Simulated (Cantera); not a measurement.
A closed system holds: 1 mol Si₃N₄, 0.023 mol H₂O, a varied amount of H₂, equilibrated at 10.0 mbar.

Equilibrium computed with Cantera from the NASA thermochemical tables; the gas is ideal and each condensed phase is pure. Candidate condensed phases: H₂O, Si, SiO₂, Si₂N₂O, Si₃N₄; 35 gas species. Mutual solubility and eutectic melting of coexisting phases are not modelled. Kinetics and transport are ignored.

Question: What condenses at these points (T in K, n(H₂) in mol): (1675, 6.3); (2025, 460); (1775, 140); (1825, 140); (1675, 460); (1975, 9.3)?

Answer: 
```
T (K)  n(H₂) in mol  condensed phases  Si condensed (%)
-----  ------------  ----------------  ----------------
1675            6.3        Si + Si₃N₄              99.2
2025            460          gas only               0.0
1775            140                Si              97.9
1825            140                Si              96.6
1675            460                Si              98.3
1975            9.3                Si              97.8
```
